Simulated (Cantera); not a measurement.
A Cantera script and what it prints.

```python
import numpy as np
import cantera as ct

gas_names = """
    H H2 N NH NH2 NH3 N2 N2H2 N2H4 Ni
""".split()
cond_names = """
    Ni(cr) Ni(L)
""".split()


# ... load() reads the species with a 1 bar reference pressure and builds the phases ...
atoms = {
    'Ni': {'Ni': 1},
    'NH3': {'N': 1, 'H': 3},
    'H2': {'H': 2},
}
top_T = {}  # K; cautious upper limits of use, not melting points


# ... equilibrate(T, P, feed) seeds the gas with the atoms and calls Mixture.equilibrate('TP', solver="vcs", rtol=1e-11, max_steps=5000) ...
results = []
feed = {'Ni': 1, 'NH3': 0.21, 'H2': 5}  # mol
P = 14000  # Pa
for T in [1625, 1675, 1725, 1775, 1825, 1875, 1925, 1975]:
    mix = equilibrate(T, P, feed)
    results.append((T, P, feed, dict(zip(mix.species_names, mix.species_moles))))
    x = sorted(zip(gas.X, gas.species_names), reverse=True)
    print(f"T = {T:g} K  P = {P:g} Pa  gas = {mix.phase_moles(0):.4g} mol")
    print("   x: " + "  ".join(f"{s} {v:.3e}" for v, s in x if v > 1e-06))
    print("   condensed (mol): " + ("  ".join(f"{mix.phase(i).name} {mix.phase_moles(i):.4g}"
          for i in range(1, mix.n_phases) if mix.phase_moles(i) > 1e-12) or "none"))
```

It prints:

```
T = 1625 K  P = 14000 Pa  gas = 5.421 mol
   x: H2 9.804e-01  N2 1.937e-02  H 1.867e-04  Ni 4.898e-06
   condensed (mol): Ni(cr) 1
T = 1675 K  P = 14000 Pa  gas = 5.421 mol
   x: H2 9.803e-01  N2 1.937e-02  H 3.072e-04  Ni 1.235e-05
   condensed (mol): Ni(cr) 0.9999
T = 1725 K  P = 14000 Pa  gas = 5.421 mol
   x: H2 9.801e-01  N2 1.937e-02  H 4.914e-04  Ni 2.949e-05
   condensed (mol): Ni(cr) 0.9998
T = 1775 K  P = 14000 Pa  gas = 5.422 mol
   x: H2 9.798e-01  N2 1.936e-02  H 7.657e-04  Ni 6.484e-05
   condensed (mol): Ni(L) 0.9996
T = 1825 K  P = 14000 Pa  gas = 5.424 mol
   x: H2 9.793e-01  N2 1.936e-02  H 1.165e-03  Ni 1.361e-04
   condensed (mol): Ni(L) 0.9993
T = 1875 K  P = 14000 Pa  gas = 5.426 mol
   x: H2 9.786e-01  N2 1.935e-02  H 1.733e-03  Ni 2.742e-04
   condensed (mol): Ni(L) 0.9985
T = 1925 K  P = 14000 Pa  gas = 5.43 mol
   x: H2 9.776e-01  N2 1.934e-02  H 2.526e-03  Ni 5.319e-04
   condensed (mol): Ni(L) 0.9971
T = 1975 K  P = 14000 Pa  gas = 5.435 mol
   x: H2 9.761e-01  N2 1.932e-02  H 3.613e-03  Ni 9.967e-04
   condensed (mol): Ni(L) 0.9946
```

Method: chemical equilibrium by Gibbs-energy minimisation in Cantera with the NASA 1993 tables (ideal gas, pure condensed phases).
